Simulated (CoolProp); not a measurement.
Properties of normal hydrogen along the isotherm 19 K.

Values from CoolProp's reference Helmholtz-energy equation of state, Leachman 2009.

| p (MPa) | phase | cp (kJ/(kg K)) | isothermal compressibility (1/MPa) |
|---|---|---|---|
| 0.00205 | gas | 10.34 | 488.8 |
| 0.00301 | gas | 10.35 | 333.2 |
| 0.00442 | gas | 10.37 | 227.3 |
| 0.00648 | gas | 10.40 | 155.3 |
| 0.00951 | gas | 10.44 | 106.2 |
| 0.014 | gas | 10.51 | 72.47 |
| 0.0205 | gas | 10.61 | 49.85 |
| 0.0301 | gas | 10.77 | 34.32 |
| 0.0442 | gas | 11.04 | 23.79 |
| 0.0951 | liquid | 9.043 | 0.01676 |
| 0.14 | liquid | 9.027 | 0.01665 |
| 0.205 | liquid | 9.003 | 0.01650 |
| 0.301 | liquid | 8.969 | 0.01629 |
| 0.442 | liquid | 8.920 | 0.01598 |
| 0.648 | liquid | 8.853 | 0.01556 |
